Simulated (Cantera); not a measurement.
A Cantera script and what it prints.

```python
import numpy as np
import cantera as ct

gas_names = [...]  # 151 gases of nasa_gas.yaml made of C, H, N, O, Si
cond_names = """
    C(gr) C6H6(L) C7H8(L) C8H18(L),n-octa H2O(s) H2O(L) Si(cr) Si(L) SiC(b) SiO2(Lqz) SiO2(hqz) SiO2(L)
    Si2N2O(s) Si3N4(a)
""".split()


# ... load() reads the species with a 1 bar reference pressure and builds the phases ...
atoms = {
    'SiC': {'Si': 1, 'C': 1},
    'H2O': {'H': 2, 'O': 1},
    'N2': {'N': 2},
}
top_T = {'C(gr)': 4500, 'SiC(b)': 3050, 'Si2N2O(s)': 2100, 'Si3N4(a)': 2400}  # K; cautious upper limits of use, not melting points


# ... equilibrate(T, P, feed) seeds the gas with the atoms and calls Mixture.equilibrate('TP', solver="vcs", rtol=1e-11, max_steps=5000) ...
results = []
feed = {'SiC': 1, 'H2O': 0.0095, 'N2': 6.5}  # mol
P = 59000  # Pa
for T in [1573, 1623, 1673, 1723, 1773, 1823, 1873, 1923, 1973, 2023, 2073]:
    mix = equilibrate(T, P, feed)
    results.append((T, P, feed, dict(zip(mix.species_names, mix.species_moles))))

top = {s: max(r[3][s] / sum(r[3][g] for g in gas_names) for r in results) for s in gas_names}
cols = sorted((s for s in top if top[s] > 1e-05), key=lambda s: -top[s])[:7]
seen = [c for c in cond_names if any(r[3].get(c, 0) > 1e-12 for r in results)]
print("log10 of partial pressures in bar; condensed amounts in mol")
print(f"{'T/K':>10s}" + "".join(f"{s[:9]:>10s}" for s in cols + seen))
for T, P, feed, n in results:
    ng = sum(n[g] for g in gas_names)
    print(f"{T:10.4g}" + "".join(f"{np.log10(max(n[s] / ng * P / 1e5, 1e-99)):10.3f}" for s in cols)
          + "".join(f"{n.get(c, 0):10.4g}" for c in seen))
```

Result:

```
log10 of partial pressures in bar; condensed amounts in mol
       T/K        N2        H2        CO       SiO         H       HCN        Si     C(gr)    SiC(b) Si2N2O(s)  Si3N4(a)
      1573    -0.230    -3.028    -3.600    -6.495    -5.905    -4.392    -9.593    0.9971         0  0.007008    0.3287
      1623    -0.230    -3.032    -3.267    -5.907    -5.676    -4.259    -8.888    0.9941         0  0.004125    0.3306
      1673    -0.230    -3.083    -3.067    -5.441    -5.485    -4.185    -8.227         0    0.9898         0  0.003388
      1723    -0.230    -3.083    -3.070    -5.063    -5.280    -4.220    -7.604         0    0.9899         0  0.003332
      1773    -0.230    -3.082    -3.075    -4.711    -5.087    -4.253    -7.018         0    0.9901         0  0.003236
      1823    -0.230    -3.082    -3.086    -4.386    -4.904    -4.284    -6.464         0    0.9904         0  0.003061
      1873    -0.230    -3.083    -3.108    -4.089    -4.732    -4.314    -5.940         0    0.9908         0  0.002749
      1923    -0.230    -3.085    -3.148    -3.828    -4.568    -4.342    -5.444         0    0.9916         0  0.002229
      1973    -0.230    -3.087    -3.212    -3.607    -4.413    -4.369    -4.974         0    0.9927         0  0.001457
      2023    -0.230    -3.091    -3.309    -3.433    -4.267    -4.395    -4.528         0    0.9941         0 0.0004441
      2073    -0.231    -3.098    -3.344    -3.391    -4.129    -4.332    -4.193         0    0.9944         0         0
```

Cantera equilibrium calculation (NASA polynomials, part measured and part estimated; ideal gas, pure solids and liquids). Mutual solubility and eutectic melting of coexisting phases are not modelled. The tables' values for SiN are old estimates; treat these amounts as uncertain.
